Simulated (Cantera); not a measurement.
An isothermal, constant-pressure homogeneous reactor starts with C2H6 : N2 = 1 : 4.7 (molar parts), at 1225 K and 760 Torr.

Cantera simulation using GRI-Mech 3.0 (53 species, 325 reactions); the numbers are that mechanism's predictions, not measurements. GRI-Mech 3.0 stops at C3 and has no aromatics, soot or wall deposition, so with more carbon than oxygen in the feed, carbon stays in small species such as C2H2 where larger ones or solid carbon would form.

One state of this run: x C2H6 = 0.00194; x CH2 = 1.86e-11; x HCN = 1.67e-11; x C2H4 = 0.108; x CH3 = 4.29e-6; x H = 1.17e-6. x: mole fraction; the columns are a selection and need not sum to one.

Which value of t (s) does it belong to?
A) 3.16e-6
B) 0.000316
C) 0.100
D) 0.00316

C, 0.100
